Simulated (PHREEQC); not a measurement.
Dissolve 0.068 mol H2SeO3 per kg of water at 40 °C. Closed to the air; pH follows from the charge balance.

Equilibrium calculation in PHREEQC: ion-association model, wateq4f.dat.

This is a speciation only: nothing precipitates in the calculation.

Problem. What pH, ionic strength does the model give?

Solution. pH 1.99; ionic strength 0.0112 mol/kgw.

Problem. In which forms is Se present?

Solution. H2SeO3 84 %, HSeO3- 16 % of the Se.

Constants without temperature data keep their 25 °C values here.
